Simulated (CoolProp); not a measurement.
Saturated liquid density (kg/m³) of hydrogen chloride: the reference equation beside estimates from Tc = 324.7 K, pc = 8.314 MPa, ω = 0.130. Rackett uses Z = 0.29056 − 0.08775 ω.

Model: reference Helmholtz-energy equation of state, Thol 2018, in CoolProp.

```csv
T (K),reference,Rackett,van der Waals,Redlich-Kwong,Soave-Redlich-Kwong
232.2,1067,980.6,632.3,913.9,929.2
237.4,1051,966.4,622.9,897.2,913.1
242.7,1035,951.4,613.1,879.5,896.1
247.9,1018,936.4,603.0,861.5,878.5
253.1,1001,920.8,592.6,842.8,860.2
258.3,983.2,904.7,581.8,823.3,841.1
263.5,964.6,887.9,570.5,802.9,820.9
268.8,944.8,870.2,558.4,781.2,799.3
274,924.4,851.9,546.0,758.8,776.9
279.2,902.7,832.6,532.9,735.2,753.1
284.4,879.7,812.2,519.0,710.2,727.8
289.6,855.0,790.4,504.1,683.6,700.6
294.9,827.5,766.4,487.8,654.4,670.7
300.1,797.8,740.4,470.2,623.3,638.6
```

Absolute difference from the reference over all 14 rows, mean and median: Rackett 7.8 and 7.9 %, van der Waals 40.9 and 40.9 %, Redlich-Kwong 17.4 and 17.0 %, Soave-Redlich-Kwong 15.6 and 15.1 %.
